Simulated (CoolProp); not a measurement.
Vapour-liquid equilibrium of propane (1) + c-C4F8 (RC318) (2) at 320.3 K; x and y are mole fractions of (1).

Computed with CoolProp (multi-fluid Helmholtz-energy mixture model, Lemmon 2009 and Platzer 1990; pair parameters Bell 2016). This equation is an older, rougher fit; its heat capacities, sound speeds and derivatives of the liquid may be far off and weren't checked against measurements.

```tsv
x	bubble pressure (MPa)	y at the bubble point	dew pressure at overall composition x (MPa)	liquid density (mol/L)
0.05	0.7199	0.177	0.6301	7.093
0.15	0.9354	0.392	0.6988	7.258
0.25	1.113	0.516	0.7822	7.431
0.35	1.255	0.597	0.8848	7.621
0.45	1.365	0.658	1.013	7.838
0.55	1.453	0.708	1.170	8.098
0.65	1.522	0.756	1.351	8.418
0.75	1.576	0.807	1.515	8.820
0.85	1.612	0.868	1.605	9.324
0.95	1.621	0.948	1.621	9.946
```

y crosses x between x = 0.85 and 0.95: the model has an azeotrope there.

Pair parameters are fitted to limited data, so mixtures are less certain than the pure fluids.
